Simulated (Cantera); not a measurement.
Charge: 1 mol Si2Cl6, a varied amount of N2, at 54000 Pa.

These are equilibrium values from Cantera (NASA tables, ideal gas, pure condensed phases), not measurements of a reactor. Candidate condensed phases: Si, Si3N4; 13 gas species. The feed counts by its element totals alone. N2 is the only nitrogen source here; it is nearly inert below about 1500 K, so the nitride shown seldom forms there in practice. The tables' values for SiCl3 are old estimates. Equilibrium is a limit: real reactors are often held back by kinetics, nucleation or transport.

Q: What condenses at these points (T in °C, n(N2) in mol): (1075, 82); (1425, 15); (1075, 60); (1125, 48); (1475, 71)?

A: 
| T (°C) | n(N2) in mol | condensed phases | Si condensed (%) |
|---|---|---|---|
| 1075 | 82 | Si3N4 | 23.5 |
| 1425 | 15 | gas only | 0.0 |
| 1075 | 60 | Si3N4 | 23.6 |
| 1125 | 48 | Si3N4 | 22.5 |
| 1475 | 71 | gas only | 0.0 |
